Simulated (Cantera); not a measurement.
An isothermal, constant-pressure homogeneous reactor starts with C2H6 : N2 = 1 : 110 (molar parts), at 1600 K and 315 Torr. Integrator tolerance rtol = 1e-08.

Cantera simulation using GRI-Mech 3.0 (53 species, 325 reactions); the numbers are that mechanism's predictions, not measurements. GRI-Mech 3.0 stops at C3 and has no aromatics, soot or wall deposition, so with more carbon than oxygen in the feed, carbon stays in small species such as C2H2 where larger ones or solid carbon would form.

Question: What does this change do: N2 110 to 23 parts?

Answer: 
| quantity | before | after |
|---|---|---|
| x(C2H6) at 3.00 s | 3.11e-8 (gas-phase equilibrium 2.33e-11) | 1.23e-7 (gas-phase equilibrium 5.56e-9) |
| x(H) at 3.00 s | 1.08e-5 (gas-phase equilibrium 1.12e-5) | 2.25e-5 (gas-phase equilibrium 2.34e-5) |
| x(CH4) at 3.00 s | 0.000378 (gas-phase equilibrium 9.16e-6) | 0.00166 (gas-phase equilibrium 0.000294) |
| x(CH3) at 3.00 s | 4.83e-6 (gas-phase equilibrium 1.18e-7) | 1.02e-5 (gas-phase equilibrium 1.83e-6) |
| x(HCN) at 3.00 s | 5.12e-6 (gas-phase equilibrium 0.0159) | 1.46e-6 (gas-phase equilibrium 0.0535) |
| x(C2H) at 3.00 s | 1.83e-8 (gas-phase equilibrium 1.93e-9) | 3.81e-8 (gas-phase equilibrium 1.18e-8) |
| x(C2H4) at 3.00 s | 7.23e-6 (gas-phase equilibrium 7.43e-7) | 0.000131 (gas-phase equilibrium 4.10e-5) |
